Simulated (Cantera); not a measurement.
## Hydrocarbon pyrolysis for carbon deposition

An isothermal, constant-pressure homogeneous reactor starts with 7.69 % CH4, 92.3 % N2, at 1875 K and 13.0 Pa.

Cantera simulation using GRI-Mech 3.0 (53 species, 325 reactions); the numbers are that mechanism's predictions, not measurements. GRI-Mech 3.0 stops at C3 and has no aromatics, soot or wall deposition, so with more carbon than oxygen in the feed, carbon stays in small species such as C2H2 where larger ones or solid carbon would form. Radical loss at walls, strong at low pressure, is not modelled.

```csv
t (s),x CH4,x HCN,x H2,x H,x C2H,x CH2
0.000300,0.0769,<1e-12,2.72e-8,3.81e-7,<1e-12,<1e-12
0.000711,0.0769,<1e-12,1.44e-7,8.24e-7,<1e-12,<1e-12
0.00169,0.0769,<1e-12,7.03e-7,1.59e-6,<1e-12,7.15e-12
0.00400,0.0769,<1e-12,2.97e-6,2.48e-6,<1e-12,8.16e-11
0.00949,0.0769,<1e-12,1.00e-5,2.90e-6,<1e-12,6.71e-10
0.0225,0.0769,<1e-12,2.77e-5,2.95e-6,<1e-12,3.94e-9
0.0533,0.0768,2.68e-12,7.00e-5,3.00e-6,<1e-12,1.97e-8
0.126,0.0766,2.29e-11,0.000175,3.30e-6,2.80e-12,9.57e-8
0.300,0.0760,2.43e-10,0.000495,5.13e-6,2.24e-10,4.61e-7
0.711,0.0738,4.19e-9,0.00224,1.63e-5,1.03e-8,2.05e-6
1.69,0.0611,1.47e-7,0.0164,8.59e-5,1.90e-7,6.55e-6
4.00,0.0301,2.24e-6,0.0615,0.000284,1.05e-6,7.73e-6
```
x: mole fraction; the columns are a selection and need not sum to one.

Equilibrium at this temperature and pressure: CH4 1.23e-8, HCN 0.0537, H2 0.0972, H 0.0181, C2H 1.86e-5, CH2 1.01e-8 (gas phase only).
